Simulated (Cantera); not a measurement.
# Adiabatic ignition

An adiabatic, constant-volume homogeneous reactor starts with CH₃OH : O₂ : N₂ = 1 : 4.69 : 51.6 (molar parts), at 1700 K and 101000 Pa.

Model: GRI-Mech 3.0 (53 species, 325 reactions), integrated in Cantera. GRI-Mech 3.0 was tuned for natural gas; its chemistry of methanol as a main component is partial and can be far from experiment.

```tsv
t (s)	T (K)	P (bar)	x CH₃OH	x O₂	x CH₂	x C₂H₆	x CO	x NO₂	x CH₄
1.00e-6	1700	1.01	0.0174	0.0819	5.10e-7	5.83e-11	1.84e-6	<1e-12	4.42e-8
4.27e-6	1700	1.01	0.0173	0.0818	5.10e-7	4.11e-9	9.06e-6	<1e-12	7.93e-7
1.82e-5	1700	1.01	0.0165	0.0813	5.03e-7	1.41e-7	6.80e-5	1.65e-12	1.18e-5
7.77e-5	1772	1.07	0.00447	0.0735	4.08e-7	7.45e-8	0.00750	2.82e-10	5.16e-5
0.000331	1996	1.21	<1e-12	0.0538	<1e-12	<1e-12	0.00288	8.26e-9	<1e-12
0.00141	2090	1.26	<1e-12	0.0546	<1e-12	<1e-12	0.000548	4.36e-8	<1e-12
0.00603	2103	1.27	<1e-12	0.0548	<1e-12	<1e-12	0.000197	7.45e-8	<1e-12
0.0257	2102	1.26	<1e-12	0.0547	<1e-12	<1e-12	0.000195	1.80e-7	<1e-12
0.110	2101	1.26	<1e-12	0.0545	<1e-12	<1e-12	0.000193	6.08e-7	<1e-12
0.469	2096	1.26	<1e-12	0.0536	<1e-12	<1e-12	0.000188	2.03e-6	<1e-12
2.00	2089	1.26	<1e-12	0.0525	<1e-12	<1e-12	0.000180	4.03e-6	<1e-12
```
x: mole fraction; the columns are a selection and need not sum to one.

```json
{
 "time_of_steepest_temperature_rise": "97.5 µs",
 "temperature at 2.00 s": "2089 K",
 "equilibrium_temperature": "2088 K",
 "x(CH₃OH) at 2.00 s": "<1e-12 (gas-phase equilibrium <1e-12)",
 "x(O₂) at 2.00 s": "0.0525 (gas-phase equilibrium 0.0523)",
 "x(CH₂) at 2.00 s": "<1e-12 (gas-phase equilibrium <1e-12)"
}
```
